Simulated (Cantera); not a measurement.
A Cantera script and its output.

```python
import numpy as np
import cantera as ct

surf = ct.Interface("diamond.yaml", "diamond_100")
gas, bulk = surf.adjacent["gas"], surf.adjacent["diamond"]
k = surf.kinetics_species_index(bulk.species_names[0])
cover = ["c6HH", "c6H*", "c6*H", "c6**", "c6HM", "c6B"]

rows, drift = [], 0.0
print(f"{'xCH3':>10s}{'um/h':>11s}" + "".join(f"{s:>11s}" for s in cover))
for v in [1e-06, 2.1e-06, 4.2e-06, 8.7e-06, 1.8e-05, 3.7e-05, 7.5e-05, 0.00015, 0.00032]:
    T, P, xH, xCH3 = 925, 10000, 0.0016, v
    gas.TPX = T, P, {"H": xH, "CH3": xCH3, "CH4": 0.0035, "H2": 1 - xH - xCH3 - 0.0035}
    surf.TP = bulk.TP = T, P
    surf.coverages = "c6H*:0.1, c6HH:0.9"
    surf.advance_coverages(100.0)
    before = surf.coverages
    surf.advance_coverages(100.0)
    drift = max(drift, np.max(np.abs(surf.coverages - before) / (surf.coverages + 1e-9)))
    rate = surf.net_production_rates[k] * bulk.mean_molecular_weight / bulk.density * 3.6e9
    rows.append([rate, *surf[cover].coverages])
    print(f"{v:10.4g}{rate:11.4e}" + "".join(f"{x:11.3e}" for x in rows[-1][1:]))
```

It prints:

```
      xCH3       um/h       c6HH       c6H*       c6*H       c6**       c6HM        c6B
     1e-06 3.5764e-02  6.679e-01  1.223e-02  3.139e-01  5.346e-03  4.646e-04  9.705e-11
   2.1e-06 7.5051e-02  6.675e-01  1.222e-02  3.137e-01  5.342e-03  9.749e-04  2.037e-10
   4.2e-06 1.4990e-01  6.667e-01  1.221e-02  3.133e-01  5.333e-03  1.947e-03  4.068e-10
   8.7e-06 3.0960e-01  6.649e-01  1.217e-02  3.125e-01  5.316e-03  4.022e-03  8.401e-10
   1.8e-05 6.3675e-01  6.614e-01  1.211e-02  3.107e-01  5.279e-03  8.271e-03  1.728e-09
   3.7e-05 1.2932e+00  6.542e-01  1.197e-02  3.073e-01  5.205e-03  1.680e-02  3.509e-09
   7.5e-05 2.5599e+00  6.403e-01  1.171e-02  3.006e-01  5.063e-03  3.326e-02  6.946e-09
   0.00015 4.8936e+00  6.147e-01  1.123e-02  2.883e-01  4.801e-03  6.358e-02  1.328e-08
   0.00032 9.4908e+00  5.644e-01  1.029e-02  2.640e-01  4.289e-03  1.233e-01  2.575e-08
```

Model: the Harris–Goodwin 1993 mechanism for the reconstructed diamond (100) surface, integrated in Cantera.
